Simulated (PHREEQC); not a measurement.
Solution (25 °C): 0.06 mol HCl and 0.0049 mol KCl per kg of water. Closed to the air; pH follows from the charge balance.

Equilibrium calculation in PHREEQC: ion-association model, phreeqc.dat.

Each row changes one thing in this solution. No solid was allowed to form.

| case | pH | SI of Sylvite (KCl) |
|---|---|---|
| as made | 1.30 | -4.60 |
| KCl from 0.0049 to 0.00539 mol/kgw | 1.30 | -4.55 |
| HCl from 0.06 to 0.066 mol/kgw | 1.26 | [?] |
| HCl from 0.06 to 0.3 mol/kgw | 0.63 | -4.06 |
| diluted 5-fold with water | [?] | [?] |
| diluted 10-fold with water | 2.25 | -6.47 |

Q: Some entries are withheld; supply them.

A: 
- HCl from 0.06 to 0.066 mol/kgw, SI of Sylvite (KCl): -4.56
- diluted 5-fold with water, pH: 1.96
- diluted 5-fold with water, SI of Sylvite (KCl): -5.90
